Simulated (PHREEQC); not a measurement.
Dissolve 2.6 mmol/kgw H2SO4, 1.2 mmol/kgw KNO3 and 19 mmol/kgw CO2 at 25 °C. Closed to the air; pH follows from the charge balance.

All values are PHREEQC results (ion-association model, phreeqc.dat), not measurements.

```
quantity                   before   after
------------------------  -------  ------
pH                           2.37    2.93
ionic strength (mol/kgw)  0.00774  0.0156
```

Task: What was changed between the two runs?
A. CO2 left out
B. CO2 from 0.019 to 0.0095 mol/kgw
C. H2SO4 replaced by Fe2(SO4)3 at the same molality
D. H2SO4 left out
E. 0.0058 mol/kgw NaHCO3 added

Result: C, H2SO4 replaced by Fe2(SO4)3 at the same molality

Precipitation was switched off in this run. Some of these states are supersaturated (in Jarosite-K, Hematite (slow to form), for instance).
